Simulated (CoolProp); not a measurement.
Vapour-liquid equilibrium of R125 (1) + R134a (2) at 275.6 K; x and y are mole fractions of (1).

Values from CoolProp's multi-fluid Helmholtz-energy mixture model, Lemmon 2005 and Tillner-Roth 1994; pair parameters Lemmon 2004.

```
x     bubble pressure, mixture model (kPa)  bubble pressure, Raoult's law (kPa)  y, mixture model  y, Raoult's law
----  ------------------------------------  -----------------------------------  ----------------  ---------------
0.05                                 340.9                                339.9             0.103            0.106
0.15                                 382.6                                380.3             0.274            0.286
0.25                                 423.5                                420.8             0.412            0.430
0.35                                 464.0                                461.2             0.526            0.549
0.45                                 504.0                                501.6             0.624            0.649
0.55                                 543.8                                542.0             0.709            0.735
0.65                                 583.5                                582.5             0.784            0.808
0.75                                 623.2                                622.9             0.852            0.872
0.85                                 663.2                                663.3             0.915            0.928
0.95                                 703.5                                703.7             0.972            0.977
```

The largest gap from Raoult's law is +0.6 % in bubble pressure, at x = 0.25. No azeotrope shows between x = 0.05 and 0.95.

The pair parameters rest on a limited set of measurements; away from them the model extrapolates.
